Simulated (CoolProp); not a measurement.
Isobutane along the isotherm 102.85 °C: density (kg/m³) from the reference equation and from simpler models built on Tc = 134.7 °C, pc = 3.629 MPa, ω = 0.184; each cubic takes its own stable root.

The numbers come from the reference Helmholtz-energy equation of state, Bücker 2006 in CoolProp.

| p (MPa) | phase | reference | Redlich-Kwong | Soave-Redlich-Kwong |
|---|---|---|---|---|
| 1.01 | gas | (withheld) | 21.63 | 21.72 |
| 2.02 | gas | 56.66 | 54.52 | 55.58 |
| 3.02 | liquid | 433.2 | 364.3 | 376.8 |
| 4.03 | liquid | 442.0 | 380.5 | 390.7 |
| 5.04 | liquid | 449.4 | 393.1 | 402.0 |
| 6.05 | liquid | 455.7 | 403.7 | (withheld) |
| 7.06 | liquid | 461.3 | 412.8 | (withheld) |
| 8.06 | liquid | 466.3 | 420.7 | 427.4 |
| 9.07 | liquid | (withheld) | 427.9 | (withheld) |

Problem. Fill in the missing entries.

Solution. 
- 1.01, reference: 21.77
- 6.05, Soave-Redlich-Kwong: 411.6
- 7.06, Soave-Redlich-Kwong: 420.0
- 9.07, reference: 470.9
- 9.07, Soave-Redlich-Kwong: 434.1
